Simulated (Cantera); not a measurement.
Input (Python, Cantera) and output of one run.

```python
import numpy as np
import cantera as ct

gas_names = """
    H HO2 H2 H2O H2O2 O OH O2 O3 Ta TaO TaO2
""".split()
cond_names = """
    H2O(s) H2O(L) Ta(cr) Ta(L) Ta2O5(s) Ta2O5(L)
""".split()


# ... load() reads the species with a 1 bar reference pressure and builds the phases ...
atoms = {
    'Ta2O5': {'Ta': 2, 'O': 5},
    'H2': {'H': 2},
    'H2O': {'H': 2, 'O': 1},
}
top_T = {}  # K; cautious upper limits of use, not melting points


# ... equilibrate(T, P, feed) seeds the gas with the atoms and calls Mixture.equilibrate('TP', solver="vcs", rtol=1e-11, max_steps=5000) ...
results = []
feed = {'Ta2O5': 1, 'H2': 200, 'H2O': 0.3}  # mol
P = 100000  # Pa
for T in [1573, 1623, 1673, 1723, 1773, 1823, 1873, 1923, 1973, 2023, 2073]:
    mix = equilibrate(T, P, feed)
    results.append((T, P, feed, dict(zip(mix.species_names, mix.species_moles))))
    x = sorted(zip(gas.X, gas.species_names), reverse=True)
    print(f"T = {T:g} K  P = {P:g} Pa  gas = {mix.phase_moles(0):.4g} mol")
    print("   x: " + "  ".join(f"{s} {v:.3e}" for v, s in x if v > 1e-05))
    print("   condensed (mol): " + ("  ".join(f"{mix.phase(i).name} {mix.phase_moles(i):.4g}"
          for i in range(1, mix.n_phases) if mix.phase_moles(i) > 1e-12) or "none"))
```

Result:

```
T = 1573 K  P = 100000 Pa  gas = 200.3 mol
   x: H2 9.985e-01  H2O 1.498e-03  H 4.063e-05
   condensed (mol): Ta2O5(s) 1
T = 1623 K  P = 100000 Pa  gas = 200.3 mol
   x: H2 9.984e-01  H2O 1.498e-03  H 6.906e-05
   condensed (mol): Ta2O5(s) 1
T = 1673 K  P = 100000 Pa  gas = 200.3 mol
   x: H2 9.984e-01  H2O 1.498e-03  H 1.138e-04
   condensed (mol): Ta2O5(s) 1
T = 1723 K  P = 100000 Pa  gas = 200.3 mol
   x: H2 9.983e-01  H2O 1.498e-03  H 1.822e-04
   condensed (mol): Ta2O5(s) 1
T = 1773 K  P = 100000 Pa  gas = 200.3 mol
   x: H2 9.982e-01  H2O 1.498e-03  H 2.842e-04
   condensed (mol): Ta2O5(s) 1
T = 1823 K  P = 100000 Pa  gas = 200.3 mol
   x: H2 9.981e-01  H2O 1.497e-03  H 4.328e-04
   condensed (mol): Ta2O5(s) 1
T = 1873 K  P = 100000 Pa  gas = 200.4 mol
   x: H2 9.979e-01  H2O 1.497e-03  H 6.447e-04
   condensed (mol): Ta2O5(s) 1
T = 1923 K  P = 100000 Pa  gas = 200.4 mol
   x: H2 9.976e-01  H2O 1.497e-03  H 9.409e-04
   condensed (mol): Ta2O5(s) 1
T = 1973 K  P = 100000 Pa  gas = 200.4 mol
   x: H2 9.970e-01  H2O 1.619e-03  H 1.347e-03
   condensed (mol): Ta(cr) 0.009815  Ta2O5(s) 0.995
T = 2023 K  P = 100000 Pa  gas = 200.5 mol
   x: H2 9.961e-01  H2O 2.014e-03  H 1.895e-03
   condensed (mol): Ta(cr) 0.04144  Ta2O5(s) 0.9791
T = 2073 K  P = 100000 Pa  gas = 200.6 mol
   x: H2 9.949e-01  H 2.623e-03  H2O 2.451e-03
   condensed (mol): Ta(cr) 0.07646  Ta2O5(L) 0.9614
```

These are equilibrium values from Cantera (NASA tables, ideal gas, pure condensed phases), not measurements of a reactor. Mutual solubility and eutectic melting of coexisting phases are not modelled. Condensed phases not in the tables: N, O or C dissolved in the metal.
